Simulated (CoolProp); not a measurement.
Neopentane along the isobar 3490 kPa: density (kg/m³) from the reference equation and from simpler models built on Tc = 160.6 °C, pc = 3196 kPa, ω = 0.196; each cubic takes its own stable root.

Values from CoolProp's reference Helmholtz-energy equation of state, Lemmon 2006. It is a short technical equation, of lower accuracy than the large ones.

```json
[
 {"T (°C)": "17.05", "phase": "liquid", "reference": "598.5"},
 {"T (°C)": "54.15", "phase": "liquid", "reference": "558.0"},
 {"T (°C)": "91.25", "phase": "liquid", "reference": "510.3"},
 {"T (°C)": "128.45", "phase": "liquid", "reference": "446.8"},
 {"T (°C)": "165.55", "phase": "supercritical", "reference": "261.0"},
 {"T (°C)": "202.65", "phase": "supercritical", "reference": "96.33"},
 {"T (°C)": "239.75", "phase": "supercritical", "reference": "77.30"},
 {"T (°C)": "276.85", "phase": "supercritical", "reference": "66.67"}
]
```

Problem. How far does each simpler model (van der Waals, Redlich-Kwong, Soave-Redlich-Kwong, Peng-Robinson) lie from the reference over these 8 states: mean and median of the absolute difference, and the worst?

Solution. 
- van der Waals: mean 20.9 %, median 26.3 %, worst -35.5 % at 17.05 °C and 3490 kPa
- Redlich-Kwong: mean 7.1 %, median 7.6 %, worst -13.6 % at 128.45 °C and 3490 kPa
- Soave-Redlich-Kwong: mean 6.4 %, median 5.3 %, worst -16.6 % at 165.55 °C and 3490 kPa
- Peng-Robinson: mean 4.4 %, median 3.6 %, worst -10.2 % at 165.55 °C and 3490 kPa
